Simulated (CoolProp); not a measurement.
Model: reference Helmholtz-energy equation of state, Thol 2017, in CoolProp.

**Question.** For octamethyltrisiloxane (MDM), give the phase and the cp (kJ/(kg K)), isothermal compressibility (1/MPa), expansivity (1/kK), fugacity coefficient at 451.9 K and 0.992 MPa; 462.1 K and 0.992 MPa; 544.2 K and 0.992 MPa.

**Answer.** 
- 451.9 K and 0.992 MPa: liquid; cp 2.18, isothermal compressibility 0.00932, expansivity 2.08, fugacity coefficient 0.187
- 462.1 K and 0.992 MPa: liquid; cp 2.21, isothermal compressibility 0.0110, expansivity 2.23, fugacity coefficient 0.229
- 544.2 K and 0.992 MPa: gas; cp 2.51, isothermal compressibility 2.31, expansivity 12.7, fugacity coefficient 0.731
